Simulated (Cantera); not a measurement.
Cantera run:

```python
import numpy as np
import cantera as ct

gas_names = """
    H HO2 H2 H2O H2O2 Li LiH LiO LiOH Li2 Li2O Li2O2 Li2O2H2 O OH O2 O3
""".split()
cond_names = """
    H2O(s) H2O(L) Li(cr) Li(L) LiH(s) LiH(L) LiOH(s) LiOH(L) Li2O(s) Li2O(L)
""".split()


# ... load() reads the species with a 1 bar reference pressure and builds the phases ...
atoms = {
    'LiOH': {'Li': 1, 'O': 1, 'H': 1},
    'H2O': {'H': 2, 'O': 1},
    'O2': {'O': 2},
}
top_T = {}  # K; cautious upper limits of use, not melting points


# ... equilibrate(T, P, feed) seeds the gas with the atoms and calls Mixture.equilibrate('TP', solver="vcs", rtol=1e-11, max_steps=5000) ...
results = []
feed = {'LiOH': 1, 'H2O': 0.97, 'O2': 0.058}  # mol
P = 280000  # Pa
for T in [1200, 1300, 1400, 1500, 1600, 1700, 1800, 1900, 2000]:
    mix = equilibrate(T, P, feed)
    results.append((T, P, feed, dict(zip(mix.species_names, mix.species_moles))))
    x = sorted(zip(gas.X, gas.species_names), reverse=True)
    print(f"T = {T:g} K  P = {P:g} Pa  gas = {mix.phase_moles(0):.4g} mol")
    print("   x: " + "  ".join(f"{s} {v:.3e}" for v, s in x if v > 1e-05))
    print("   condensed (mol): " + ("  ".join(f"{mix.phase(i).name} {mix.phase_moles(i):.4g}"
          for i in range(1, mix.n_phases) if mix.phase_moles(i) > 1e-12) or "none"))
```

It prints:

```
T = 1200 K  P = 280000 Pa  gas = 1.028 mol
   x: H2O 9.433e-01  O2 5.640e-02  LiOH 2.297e-04  Li2O2H2 2.638e-05
   condensed (mol): LiOH(L) 0.9997
T = 1300 K  P = 280000 Pa  gas = 1.029 mol
   x: H2O 9.424e-01  O2 5.635e-02  LiOH 1.135e-03  Li2O2H2 9.554e-05  OH 1.793e-05
   condensed (mol): LiOH(L) 0.9986
T = 1400 K  P = 280000 Pa  gas = 1.033 mol
   x: H2O 9.391e-01  O2 5.614e-02  LiOH 4.376e-03  Li2O2H2 2.769e-04  OH 5.244e-05
   condensed (mol): LiOH(L) 0.9949
T = 1500 K  P = 280000 Pa  gas = 1.043 mol
   x: H2O 9.298e-01  O2 5.557e-02  LiOH 1.384e-02  Li2O2H2 6.737e-04  OH 1.323e-04
   condensed (mol): LiOH(L) 0.9842
T = 1600 K  P = 280000 Pa  gas = 1.07 mol
   x: H2O 9.067e-01  O2 5.416e-02  LiOH 3.735e-02  Li2O2H2 1.426e-03  OH 2.935e-04  H2 1.545e-05
   condensed (mol): LiOH(L) 0.957
T = 1700 K  P = 280000 Pa  gas = 1.131 mol
   x: H2O 8.570e-01  LiOH 8.849e-02  O2 5.113e-02  Li2O2H2 2.698e-03  OH 5.780e-04  H2 4.551e-05  Li2O 3.177e-05
   condensed (mol): LiOH(L) 0.8937
T = 1800 K  P = 280000 Pa  gas = 1.669 mol
   x: H2O 7.921e-01  LiOH 1.683e-01  O2 3.456e-02  Li2O2H2 3.721e-03  OH 9.557e-04  Li2O 1.509e-04  H2 1.372e-04  Li2O2 1.496e-05  O 1.352e-05  LiO 1.177e-05  Li 1.133e-05
   condensed (mol): Li2O(s) 0.353
T = 1900 K  P = 280000 Pa  gas = 1.77 mol
   x: H2O 6.901e-01  LiOH 2.708e-01  O2 3.250e-02  Li2O2H2 4.070e-03  OH 1.557e-03  Li2O 5.321e-04  H2 2.980e-04  Li 5.066e-05  Li2O2 4.023e-05  LiO 3.894e-05  O 3.214e-05
   condensed (mol): Li2O(L) 0.2521
T = 2000 K  P = 280000 Pa  gas = 1.899 mol
   x: H2O 5.758e-01  LiOH 3.853e-01  O2 3.019e-02  Li2O2H2 3.805e-03  OH 2.338e-03  Li2O 1.505e-03  H2 5.714e-04  Li 1.869e-04  LiO 1.085e-04  Li2O2 8.841e-05  O 6.947e-05  H 2.323e-05
   condensed (mol): Li2O(L) 0.1236
```

These are equilibrium values from Cantera (NASA tables, ideal gas, pure condensed phases), not measurements of a reactor.
